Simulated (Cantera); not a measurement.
An adiabatic, constant-pressure homogeneous reactor starts with 6.06 % CH₃OH, 6.06 % O₂, 66.7 % N₂, 21.2 % H₂O, equivalence ratio 1.5, at 1475 K and 7.01 atm.

Model: GRI-Mech 3.0 (53 species, 325 reactions), integrated in Cantera. GRI-Mech 3.0 was tuned for natural gas; its chemistry of methanol as a main component is partial and can be far from experiment.

Predict: time of steepest temperature rise; temperature at 0.100 s; equilibrium temperature; x(O₂) at 0.100 s; x(H₂O) at 0.100 s; x(N₂O) at 0.100 s; x(OH) at 0.100 s.


```
Property                                                               Value
---------------------------------  -----------------------------------------
time of steepest temperature rise                                    49.3 µs
temperature at 0.100 s                                                2062 K
equilibrium temperature                                               2061 K
x(O₂) at 0.100 s                     1.81e-6 (gas-phase equilibrium 1.80e-6)
x(H₂O) at 0.100 s                        0.279 (gas-phase equilibrium 0.279)
x(N₂O) at 0.100 s                    2.98e-9 (gas-phase equilibrium 3.16e-9)
x(OH) at 0.100 s                   0.000152 (gas-phase equilibrium 0.000152)
```
